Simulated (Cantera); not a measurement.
Mixture: CH4 : H2 : O2 : N2 = 1 : 0.11 : 1.08 : 3.79 (molar parts), equivalence ratio 1.9, at 3750 Torr, adiabatic and at constant volume. Ignition delay is the time to a rise of 400 K.

Detailed kinetics in Cantera: GRI-Mech 3.0 (53 species, 325 reactions). Below about 1000 K GRI-Mech 3.0 lacks low-temperature oxidation paths. Below about 950 K walls govern HO2 and H2O2 in real vessels.

Task: What does this change do: pressure from 3750 Torr to 383 Torr?

Result: 
| quantity | before | after |
|---|---|---|
| delay at 923 K | 0.109 s | 0.932 s |
| delay at 1023 K | 19.0 ms | 0.292 s |
| delay at 1123 K | 7.26 ms | 85.7 ms |
| delay at 1223 K | 3.02 ms | 25.2 ms |
| delay at 1323 K | 1.21 ms | 7.90 ms |
| apparent activation energy between 1273 and 1373 K | 130 kJ/mol | 160 kJ/mol |
